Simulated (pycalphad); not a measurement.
CALPHAD calculation (pycalphad, COST 507 light-alloy database (1999)), 1 atm. The database dates from 1999; later assessments differ in places, in temperatures and in the compounds included. Phase fractions are per mole of atoms.

Q: Give the equilibrium state of Ti-1.052Si (wt.%) at 1527 °C.

A: 
```
T = 1800.00 K, P = 101325 Pa, N = 1 mol of atoms
G = -111026 J/mol, H = 48836 J/mol, S = 88.81 J/(mol K)  (SER reference)
chemical potentials (J/mol): Ti -107839, Si -286877
phase             fraction      x(Ti)      x(Si)
BCC_A2              0.8929     0.9890     0.0110
LIQUID              0.1071     0.9255     0.0745
```

Q: Give the equilibrium state of Ti-1.052Si (wt.%) at 727 °C.

A: hcp, fraction 0.946, with 0.26 Si wt.%; SITI3, fraction 0.054, with 16.4 Si wt.%.

Database names, with the compositions (at.%) that they take in these runs: SITI3: Ti 75 Si 25. BCC_A2 is bcc.
